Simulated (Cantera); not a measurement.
Thermodynamics of nitride etching, feed Si3N4 + H2O + H2

Charge: 1 mol Si3N4, 0.15 mol H2O, 2 mol H2, at 3.40 mbar.

Equilibrium computed with Cantera from the NASA thermochemical tables; the gas is ideal and each condensed phase is pure. Candidate condensed phases: H2O, Si, SiO2, Si2N2O, Si3N4; 35 gas species. Mutual solubility and eutectic melting of coexisting phases are not modelled. Gases not in the tables: Si2H6 and higher silanes. The numbers say what is thermodynamically allowed, not how fast it happens.

```
T (K)   x H2    x N2     x SiO       x H      x Si  n Si2N2O(s)  n Si3N4(s)  n Si(s)  n Si(l)
-----  -----  ------  --------  --------  --------  -----------  ----------  -------  -------
848    0.977  0.0227    <1e-12  3.23e-10    <1e-12        0.150       0.900        0        0
923    0.977  0.0227    <1e-12   4.15e-9    <1e-12        0.150       0.900        0        0
998    0.977  0.0227    <1e-12   3.65e-8    <1e-12        0.150       0.900        0        0
1073   0.977  0.0227  1.87e-12   2.38e-7    <1e-12        0.150       0.900        0        0
1148   0.977  0.0227  1.35e-10   1.21e-6    <1e-12        0.150       0.900        0        0
1223   0.977  0.0227   5.74e-9   5.10e-6  7.76e-12        0.150       0.900        0        0
1298   0.977  0.0227   1.57e-7   1.82e-5  3.99e-10        0.150       0.900        0        0
1373   0.977  0.0227   2.96e-6   5.65e-5   1.33e-8        0.150       0.900        0        0
1448   0.977  0.0227   4.10e-5  0.000156   3.06e-7        0.150       0.900        0        0
1523   0.976  0.0229  0.000434  0.000392   5.13e-6        0.149       0.900        0        0
1598   0.912  0.0850   0.00237  0.000872   2.75e-5        0.144       0.828    0.223        0
1673   0.695   0.293    0.0109   0.00163  0.000123        0.116       0.489     1.27        0
1748   0.498   0.464    0.0348   0.00276  0.000428            0           0        0     2.85
```
x: gas mole fraction; n: condensed amount in mol.

From 848 K to 1523 K the condensed part is Si2N2O(s) + Si3N4(s). From 1598 K to 1673 K the condensed part is Si(s) + Si2N2O(s) + Si3N4(s). At 1748 K the condensed part is Si(l).
